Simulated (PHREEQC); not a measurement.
Consider water at 25 °C with 0.0022 mol HF, 0.00017 mol CsF and 0.00077 mol (NH4)2SiF6 per kg of water. Closed to the air; pH follows from the charge balance.

Equilibrium calculation in PHREEQC: ion-association model, wateq4f.dat.

```
Item                        Value
----------------  ---------------
pH                           3.05
ionic strength    0.00331 mol/kgw
total alkalinity     -5.28 meq/kg
```

```
species  molality  activity   log γ
-------  --------  --------  ------
HF        0.00171   0.00171   0.000
NH4+      0.00154   0.00145  -0.027
F-        0.00136   0.00127  -0.028
H+       0.000951  0.000898  -0.025
SiF6-2   0.000648  0.000507  -0.107
Cs+      0.000170  0.000160  -0.027
H4SiO4   0.000122  0.000122   0.000
HF2-      8.90e-6   8.36e-6  -0.028
```

Precipitation was switched off in this run. Saturation is exceeded, for instance for Quartz (slow to form); the values hold only as long as no solid forms. SiF6-2 is the database's only silicon fluoride.
